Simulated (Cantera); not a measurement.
Input: 1 mol Si, 0.95 mol Br₂, 53 mol H₂, equilibrated at 63000 Pa.

Method: chemical equilibrium by Gibbs-energy minimisation in Cantera with the NASA 1993 tables (ideal gas, pure condensed phases). Candidate condensed phases: Br₂, Si; 19 gas species. The tables' values for SiBr₃ are old estimates; treat these amounts as uncertain. Kinetics and transport are ignored.

log p: log10 of the partial pressure in bar; n: condensed amount in mol.

```json
[
 {"T (K)": "875", "log p H₂": "-0.21", "log p HBr": "-2.58", "log p SiBr₄": "-2.40", "log p SiBr₂": "-5.08", "log p SiHBr₃": "-2.94", "log p SiH₂Br₂": "-3.80", "log p SiBr₃": "-5.17", "n Si(s)": "0.549"},
 {"T (K)": "975", "log p H₂": "-0.21", "log p HBr": "-2.21", "log p SiBr₄": "-2.50", "log p SiBr₂": "-4.21", "log p SiHBr₃": "-2.98", "log p SiH₂Br₂": "-3.79", "log p SiBr₃": "-4.59", "n Si(s)": "0.623"},
 {"T (K)": "1075", "log p H₂": "-0.21", "log p HBr": "-1.94", "log p SiBr₄": "-2.72", "log p SiBr₂": "-3.57", "log p SiHBr₃": "?", "log p SiH₂Br₂": "-3.85", "log p SiBr₃": "-4.22", "n Si(s)": "0.731"},
 {"T (K)": "1175", "log p H₂": "-0.21", "log p HBr": "-1.79", "log p SiBr₄": "-3.14", "log p SiBr₂": "-3.16", "log p SiHBr₃": "?", "log p SiH₂Br₂": "-4.02", "log p SiBr₃": "-4.10", "n Si(s)": "0.830"},
 {"T (K)": "1275", "log p H₂": "-0.21", "log p HBr": "-1.73", "log p SiBr₄": "-3.79", "log p SiBr₂": "-2.97", "log p SiHBr₃": "?", "log p SiH₂Br₂": "-4.31", "log p SiBr₃": "-4.22", "n Si(s)": "0.874"},
 {"T (K)": "1375", "log p H₂": "-0.22", "log p HBr": "-1.72", "log p SiBr₄": "-4.50", "log p SiBr₂": "-2.89", "log p SiHBr₃": "?", "log p SiH₂Br₂": "-4.63", "log p SiBr₃": "-4.44", "n Si(s)": "0.878"},
 {"T (K)": "1475", "log p H₂": "-0.22", "log p HBr": "-1.72", "log p SiBr₄": "-5.16", "log p SiBr₂": "-2.84", "log p SiHBr₃": "?", "log p SiH₂Br₂": "-4.94", "log p SiBr₃": "-4.66", "n Si(s)": "0.873"},
 {"T (K)": "1575", "log p H₂": "-0.22", "log p HBr": "-1.72", "log p SiBr₄": "-5.75", "log p SiBr₂": "-2.81", "log p SiHBr₃": "?", "log p SiH₂Br₂": "-5.20", "log p SiBr₃": "-4.87", "n Si(s)": "0.865"}
]
```

Task: Some entries are withheld; supply them.

Result: 
- 1075, log p SiHBr₃: -3.12
- 1175, log p SiHBr₃: -3.42
- 1275, log p SiHBr₃: -3.89
- 1375, log p SiHBr₃: -4.41
- 1475, log p SiHBr₃: -4.89
- 1575, log p SiHBr₃: -5.32
